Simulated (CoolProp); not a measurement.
Vapour-liquid equilibrium of n-hexane (1) + toluene (2) at 0.00228 MPa; x and y are mole fractions of (1).

Model: multi-fluid Helmholtz-energy mixture model, Thol 2019 and Lemmon 2006; pair parameters Bell 2016, in CoolProp.

```tsv
x	bubble temperature, mixture model (K)	bubble temperature, Raoult's law (K)	y, mixture model	y, Raoult's law
0.05	282.0	284.7	0.350	0.239
0.125	275.6	279.9	0.589	0.471
0.2	271.5	276.1	0.705	0.618
0.275	268.7	272.9	0.773	0.717
0.35	266.5	270.1	0.818	0.787
0.425	264.8	267.8	0.852	0.839
0.5	263.3	265.7	0.878	0.878
0.575	262.1	263.9	0.900	0.909
0.65	260.9	262.2	0.920	0.933
0.725	259.8	260.8	0.938	0.953
0.8	258.8	259.4	0.955	0.969
0.875	257.9	258.2	0.972	0.982
0.95	256.9	257.0	0.989	0.993
```

The largest gap from Raoult's law is -4.6 K in bubble temperature, at x = 0.2. No azeotrope shows between x = 0.05 and 0.95.

The pair parameters rest on a limited set of measurements; away from them the model extrapolates.
